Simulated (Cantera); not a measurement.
SiH₄ + N₂O + H₂ + CO₂ (silicon oxide and oxynitride deposition)

A closed system holds: 1 mol SiH₄, 0.24 mol N₂O, 34 mol H₂, 0.71 mol CO₂, held at 46.0 Pa.

Equilibrium computed with Cantera from the NASA thermochemical tables; the gas is ideal and each condensed phase is pure. Candidate condensed phases: C, C₆H₆, C₇H₈, C₈H₁₈, H₂O, Si, SiC, SiO₂, Si₂N₂O, Si₃N₄; 151 gas species. Mutual solubility and eutectic melting of coexisting phases are not modelled. The tables hold silica as quartz up to 1696 K and as liquid above; real silica turns to tridymite and cristobalite and melts near 1996 K. Kinetics and transport are ignored.

At 550 K the condensed part is SiO₂(α-quartz) + Si₂N₂O(s). From 650 K to 750 K the condensed part is C(graphite) + SiO₂(α-quartz) + Si₂N₂O(s). From 850 K to 1050 K the condensed part is C(graphite) + SiO₂(β-quartz) + Si₂N₂O(s). From 1150 K to 1250 K the condensed part is SiC(s) + SiO₂(β-quartz) + Si₂N₂O(s). At 1350 K the condensed part is SiO₂(β-quartz) + Si₂N₂O(s). At 1450 K the condensed part is Si₂N₂O(s). From 1550 K to 1650 K the condensed part is SiC(s).

| T (K) | x H₂ | x SiO | x CH₄ | x CO | x N₂ | x H | x Si | n SiO₂(α-quartz) | n Si₂N₂O(s) | n C(graphite) | n SiO₂(β-quartz) | n SiC(s) |
|---|---|---|---|---|---|---|---|---|---|---|---|---|
| 550 | 0.976 | <1e-12 | 0.0200 | 2.12e-11 | 0.00358 | <1e-12 | <1e-12 | 0.773 | 0.113 | 0 | 0 | 0 |
| 650 | 0.985 | <1e-12 | 0.0116 | 8.63e-8 | 0.00355 | <1e-12 | <1e-12 | 0.773 | 0.113 | 0.296 | 0 | 0 |
| 750 | 0.995 | <1e-12 | 0.00145 | 7.39e-6 | 0.00351 | 1.47e-11 | <1e-12 | 0.773 | 0.113 | 0.657 | 0 | 0 |
| 850 | 0.996 | <1e-12 | 0.000284 | 0.000218 | 0.00343 | 9.53e-10 | <1e-12 | 0 | 0.116 | 0.692 | 0.768 | 0 |
| 950 | 0.995 | 2.76e-11 | 7.63e-5 | 0.00282 | 0.00256 | 2.59e-8 | <1e-12 | 0 | 0.147 | 0.605 | 0.705 | 0 |
| 1050 | 0.990 | 3.14e-8 | 2.58e-5 | 0.00991 | 0.000179 | 3.76e-7 | <1e-12 | 0 | 0.233 | 0.349 | 0.533 | 0 |
| 1150 | 0.984 | 1.13e-5 | 6.71e-6 | 0.0164 | 1.51e-5 | 3.45e-6 | <1e-12 | 0 | 0.239 | 0 | 0.410 | 0.110 |
| 1250 | 0.983 | 0.000636 | 5.87e-7 | 0.0166 | 2.85e-5 | 2.23e-5 | 3.39e-10 | 0 | 0.239 | 0 | 0.396 | 0.103 |
| 1350 | 0.970 | 0.00998 | 4.25e-8 | 0.0191 | 0.000361 | 0.000109 | 1.50e-8 | 0 | 0.227 | 0 | 0.177 | 0 |
| 1450 | 0.952 | 0.0238 | 4.78e-8 | 0.0188 | 0.00503 | 0.000430 | 1.11e-6 | 0 | 0.0499 | 0 | 0 | 0 |
| 1550 | 0.948 | 0.0257 | 3.46e-8 | 0.0181 | 0.00633 | 0.00143 | 1.55e-5 | 0 | 0 | 0 | 0 | 0.0246 |
| 1650 | 0.946 | 0.0256 | 2.71e-8 | 0.0181 | 0.00631 | 0.00412 | 0.000146 | 0 | 0 | 0 | 0 | 0.0218 |
x: gas mole fraction; n: condensed amount in mol.
